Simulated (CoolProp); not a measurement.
Vapour-liquid equilibrium of R134a (1) + R1234ze(E) (2) at 13.15 °C; x and y are mole fractions of (1).

Values from CoolProp's multi-fluid Helmholtz-energy mixture model, Tillner-Roth 1994 and Thol 2016; pair parameters Bell 2022.

Question: Give the bubble pressure and the first vapour's composition at x = 0.35, 0.65, 0.8. Is there an azeotrope?

Answer: x = 0.35: 0.3995 MPa, y = 0.419; x = 0.65: 0.4322 MPa, y = 0.695; x = 0.8: 0.4452 MPa, y = 0.826. No azeotrope shows between x = 0.05 and 0.95.

The pair parameters rest on a limited set of measurements; away from them the model extrapolates.
